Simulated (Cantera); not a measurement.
# Equilibrium for sublimation and decomposition of ceramics: BN + H2

A closed system holds: 1 mol BN, 0.86 mol H2, held at 1350 °C and 60.8 Torr.

These are equilibrium values from Cantera (NASA tables, ideal gas, pure condensed phases), not measurements of a reactor. Candidate condensed phases: B, BN; 15 gas species. The tables' values for BH2 are old estimates; treat these amounts as uncertain. Kinetics and transport are ignored.

| Property | Result |
|---|---|
| x(H2) | 1.000 |
| x(H) | 0.000243 |
| x(BH2) | 1.38e-5 |
| x(N2) | 7.54e-6 |
| x(BH3) | 1.29e-6 |
| n(BN(s)) | 1.000 mol |
| gas amount | 0.8601 mol |
| log10 activity of B(s) (absent) | -0.37 |
